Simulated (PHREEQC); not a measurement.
Dissolve 2.8 mmol/kgw Cu(NO3)2 at 25 °C. Closed to the air; pH follows from the charge balance.

Computed with PHREEQC (ion-association model, wateq4f.dat).

```
Quantity                  Value
--------------  ---------------
pH                         5.05
ionic strength  0.00839 mol/kgw
```

```
species     molality  activity   log γ
----------  --------  --------  ------
NO3-         0.00560   0.00507  -0.043
Cu+2         0.00279   0.00194  -0.158
H+           9.62e-6   8.84e-6  -0.037
Cu2(OH)2+2   3.08e-6   2.10e-6  -0.166
CuOH+        2.41e-6   2.19e-6  -0.042
Cu(OH)2      5.17e-7   5.18e-7   0.001
OH-          1.25e-9   1.13e-9  -0.042
```

No solid was allowed to form.
